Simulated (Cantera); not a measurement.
An isothermal, constant-pressure homogeneous reactor starts with CH₄ : CO₂ = 1 : 2.1 (molar parts), at 2223 K and 405 Torr. Integrator tolerance rtol = 1e-08.

Computed with Cantera and GRI-Mech 3.0 (53 species, 325 reactions).

What does this change do: temperature 2223 to 1473 K?


```json
[
 {"quantity": "x(CH₄) at 30.0 s", "before": "1.67e-10 (gas-phase equilibrium 1.85e-10)", "after": "0.0184 (gas-phase equilibrium 1.46e-7)"},
 {"quantity": "x(CO₂) at 30.0 s", "before": "0.0641 (gas-phase equilibrium 0.0641)", "after": "0.151 (gas-phase equilibrium 0.0938)"},
 {"quantity": "x(H₂) at 30.0 s", "before": "0.238 (gas-phase equilibrium 0.238)", "after": "0.197 (gas-phase equilibrium 0.270)"},
 {"quantity": "x(H₂O₂) at 30.0 s", "before": "4.56e-10 (gas-phase equilibrium 4.56e-10)", "after": "<1e-12 (gas-phase equilibrium <1e-12)"},
 {"quantity": "x(C₂H₂) at 30.0 s", "before": "<1e-12 (gas-phase equilibrium <1e-12)", "after": "0.0293 (gas-phase equilibrium 2.85e-12)"},
 {"quantity": "x(HCO) at 30.0 s", "before": "2.82e-7 (gas-phase equilibrium 2.82e-7)", "after": "3.25e-9 (gas-phase equilibrium 4.50e-9)"}
]
```
